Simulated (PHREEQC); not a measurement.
A column of 0.2 m (40 cells, dispersivity 0.01 m, 720 s a shift, diffusion coefficient 3e-10 m²/s) holds 0.0066 eq of the database's cation exchanger X per kg of pore water, first in equilibrium with 83 mmol/kgw CaCl2 and 0.01 mmol/kgw HCl. It is flushed with 0.0041 mol/kgw KBr and 1e-05 mol/kgw HCl, at 25 °C. Values are for the last cell. No CO2 enters from the air. Precipitation was switched off in this run.

The series has 31 steps of pore volumes, from 0 to 6.013.

Model: ion-association model, phreeqc.dat, run in PHREEQC.

Question: After how many pore volumes does Br at the outlet first reach half of its feed value?

Answer: By 1.0 pore volumes.

Question: After how many pore volumes does K at the outlet first reach half of its feed value?

Answer: By 1.2 pore volumes.
